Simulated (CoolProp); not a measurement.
Saturation properties of water (Tc = 647.1 K, pc = 220.6 bar, ω = 0.344).

Model: reference Helmholtz-energy equation of state, Wagner 2002, in CoolProp.

```json
[
 {"T (K)": "451", "p (bar)": "9.542", "enthalpy of vaporisation (kJ/kg)": "2022", "vapour viscosity (µPa s)": "14.9"},
 {"T (K)": "466.5", "p (bar)": "13.50", "enthalpy of vaporisation (kJ/kg)": "1965", "vapour viscosity (µPa s)": "15.4"},
 {"T (K)": "481.9", "p (bar)": "18.60", "enthalpy of vaporisation (kJ/kg)": "1905", "vapour viscosity (µPa s)": "16.0"},
 {"T (K)": "497.4", "p (bar)": "25.14", "enthalpy of vaporisation (kJ/kg)": "1839", "vapour viscosity (µPa s)": "16.5"},
 {"T (K)": "512.9", "p (bar)": "33.32", "enthalpy of vaporisation (kJ/kg)": "1767", "vapour viscosity (µPa s)": "17.1"},
 {"T (K)": "528.3", "p (bar)": "43.34", "enthalpy of vaporisation (kJ/kg)": "1688", "vapour viscosity (µPa s)": "17.6"},
 {"T (K)": "543.8", "p (bar)": "55.59", "enthalpy of vaporisation (kJ/kg)": "1601", "vapour viscosity (µPa s)": "18.2"},
 {"T (K)": "559.3", "p (bar)": "70.33", "enthalpy of vaporisation (kJ/kg)": "1503", "vapour viscosity (µPa s)": "18.9"},
 {"T (K)": "574.7", "p (bar)": "87.77", "enthalpy of vaporisation (kJ/kg)": "1393", "vapour viscosity (µPa s)": "19.7"},
 {"T (K)": "590.2", "p (bar)": "108.5", "enthalpy of vaporisation (kJ/kg)": "1265", "vapour viscosity (µPa s)": "20.6"},
 {"T (K)": "605.7", "p (bar)": "132.9", "enthalpy of vaporisation (kJ/kg)": "1113", "vapour viscosity (µPa s)": "21.8"}
]
```

It boils at 373.1 K under 1 atm.

Viscosity comes from a separate model (Huber 2009).
